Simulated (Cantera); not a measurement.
What does this Cantera script print?

```python
import numpy as np
import cantera as ct

gas_names = [...]  # 139 gases of nasa_gas.yaml made of C, H, N, O, Ti
cond_names = """
    C(gr) C6H6(L) C7H8(L) C8H18(L),n-octa H2O(s) H2O(L) Ti(a) Ti(b) Ti(L) TiC(s) TiC(L) TiN(s) TiN(L)
    TiO(a) TiO(b) TiO(L) TiO2(ru) TiO2(L) Ti2O3(a) Ti2O3(b) Ti2O3(L) Ti3O5(a) Ti3O5(b) Ti3O5(L) Ti4O7(s)
    Ti4O7(L)
""".split()


# ... load() reads the species with a 1 bar reference pressure and builds the phases ...
atoms = {
    'Ti(NMe2)4': {'Ti': 1, 'C': 8, 'H': 24, 'N': 4},
    'CH4': {'C': 1, 'H': 4},
    'H2': {'H': 2},
    'H2O': {'H': 2, 'O': 1},
}
top_T = {'C(gr)': 4500}  # K; cautious upper limits of use, not melting points


# ... equilibrate(T, P, feed) seeds the gas with the atoms and calls Mixture.equilibrate('TP', solver="vcs", rtol=1e-11, max_steps=5000) ...
results = []
feed = {'Ti(NMe2)4': 1, 'CH4': 0.15, 'H2': 1.3, 'H2O': 1.2}  # mol
T = 1498  # K
P = 1100  # Pa
mix = equilibrate(T, P, feed)
results.append((T, P, feed, dict(zip(mix.species_names, mix.species_moles))))
x = sorted(zip(gas.X, gas.species_names), reverse=True)
print(f"T = {T:g} K  P = {P:g} Pa  gas = {mix.phase_moles(0):.4g} mol")
print("   x: " + "  ".join(f"{s} {v:.3e}" for v, s in x if v > 1e-05))
print("   condensed (mol): " + ("  ".join(f"{mix.phase(i).name} {mix.phase_moles(i):.4g}"
      for i in range(1, mix.n_phases) if mix.phase_moles(i) > 1e-12) or "none"))
```

Result:

```
T = 1498 K  P = 1100 Pa  gas = 18 mol
   x: H2 8.219e-01  N2 1.109e-01  CO 6.666e-02  HCN 3.148e-04  H 1.485e-04  CH4 1.928e-05
   condensed (mol): C(gr) 5.944  TiC(s) 1
```

Method: chemical equilibrium by Gibbs-energy minimisation in Cantera with the NASA 1993 tables (ideal gas, pure condensed phases). The feed counts by its element totals alone. TiC: taken at fixed stoichiometry.
